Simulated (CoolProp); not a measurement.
Properties of propylene along the isobar 0.101 MPa (Tc = 364.2 K, pc = 4.555 MPa, ω = 0.146).

Model: reference Helmholtz-energy equation of state, Lemmon 2013, in CoolProp.

```
T (K)  phase  speed of sound (m/s)  conductivity (mW/(m K))  Prandtl number
-----  -----  --------------------  -----------------------  --------------
288.1    gas                 253.1                     16.1           0.777
293.5    gas                 255.3                     16.7           0.776
298.8    gas                 257.5                     17.2           0.775
304.1    gas                 259.7               (withheld)           0.774
309.4    gas            (withheld)                     18.3           0.773
314.8    gas                 264.0                     18.9           0.772
320.1    gas                 266.1                     19.4           0.771
325.4    gas            (withheld)                     20.0           0.771
330.7    gas                 270.3                     20.6           0.770
336.1    gas                 272.3                     21.2           0.769
341.4    gas                 274.4                     21.8           0.768
346.7    gas                 276.4                     22.4           0.768
352      gas                 278.3                     23.0           0.767
357.3    gas                 280.3                     23.6           0.766
362.7    gas                 282.3                     24.3           0.766
368      gas                 284.2                     24.9           0.765
```

Q: What belongs in the gaps?

A: 
- 304.1, conductivity (mW/(m K)): 17.7
- 309.4, speed of sound (m/s): 261.9
- 325.4, speed of sound (m/s): 268.2

Viscosity comes from a separate model (Huber 2003), an estimate that may be off by 10 % or more. Thermal conductivity comes from a separate model (Huber 2003), an estimate that may be off by 10 % or more.
